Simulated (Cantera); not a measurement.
Catalytic combustion on Pt

An isothermal plug-flow reactor at 650 K and 0.987 atm (inlet), inlet velocity 2.3 m/s, active area per volume 700 1/m; feed CO : O2 : N2 : H2O = 0.028 : 0.056 : 0.79 : 0.0079 (molar parts).

Detailed kinetics in Cantera: Deutschmann's 1995 Pt surface mechanism with GRI-Mech 3.0 gas chemistry. Catalytic surfaces can have several steady states; this one follows from the mechanism file's or the stated starting coverage. Mass transfer to the wall is taken as infinitely fast.

| z (m) | x CO | x O2 | x H2O | x CO2 | θ free Pt | θ O* | θ CO* |
|---|---|---|---|---|---|---|---|
| 0.00093 | 0.0317 | 0.0635 | 0.00896 | 4.50e-5 | 0.0118 | 0.00302 | 0.985 |
| 0.0016 | 0.0317 | 0.0635 | 0.00896 | 7.75e-5 | 0.0118 | 0.00303 | 0.985 |
| 0.0026 | 0.0316 | 0.0634 | 0.00896 | 0.000126 | 0.0119 | 0.00303 | 0.985 |
| 0.0043 | 0.0315 | 0.0634 | 0.00896 | 0.000209 | 0.0119 | 0.00304 | 0.985 |
| 0.0072 | 0.0314 | 0.0633 | 0.00896 | 0.000350 | 0.0119 | 0.00305 | 0.985 |
| 0.012 | 0.0312 | 0.0632 | 0.00896 | 0.000586 | 0.0120 | 0.00307 | 0.985 |
| 0.02 | 0.0308 | 0.0630 | 0.00896 | 0.000981 | 0.0120 | 0.00310 | 0.985 |
| 0.033 | 0.0301 | 0.0627 | 0.00897 | 0.00163 | 0.0122 | 0.00316 | 0.984 |
| 0.056 | 0.0290 | 0.0622 | 0.00897 | 0.00282 | 0.0124 | 0.00327 | 0.984 |
| 0.093 | 0.0270 | 0.0612 | 0.00898 | 0.00483 | 0.0129 | 0.00349 | 0.983 |
x: gas mole fraction; θ: surface coverage.
